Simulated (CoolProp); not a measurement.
Vapour-liquid equilibrium of R1234yf (1) + R1234ze(E) (2) at 216.3 K; x and y are mole fractions of (1).

The numbers come from the multi-fluid Helmholtz-energy mixture model, Lemmon 2022 and Thol 2016; pair parameters Bell 2022 in CoolProp.

```tsv
x	bubble pressure, mixture model (MPa)	bubble pressure, Raoult's law (MPa)	y, mixture model	y, Raoult's law
0.05	0.01440	0.01429	0.095	0.089
0.15	(withheld)	0.01546	0.254	0.246
0.25	(withheld)	0.01662	0.386	0.381
0.35	0.01809	0.01779	0.499	0.499
0.45	0.01922	0.01895	(withheld)	0.602
0.55	(withheld)	0.02012	(withheld)	0.693
0.65	0.02145	0.02128	(withheld)	0.775
0.75	(withheld)	0.02245	0.842	0.847
0.85	0.02368	0.02361	0.909	0.913
0.95	(withheld)	0.02478	0.971	0.972
```

Task: What belongs in the gaps?

Result: 
- 0.15, bubble pressure, mixture model (MPa): 0.01570
- 0.25, bubble pressure, mixture model (MPa): 0.01692
- 0.45, y, mixture model: 0.598
- 0.55, bubble pressure, mixture model (MPa): 0.02034
- 0.55, y, mixture model: 0.687
- 0.65, y, mixture model: 0.768
- 0.75, bubble pressure, mixture model (MPa): 0.02257
- 0.95, bubble pressure, mixture model (MPa): 0.02480

The largest gap from Raoult's law is +1.8 % in bubble pressure, at x = 0.25. No azeotrope shows between x = 0.05 and 0.95.

Pair parameters are fitted to limited data, so mixtures are less certain than the pure fluids.
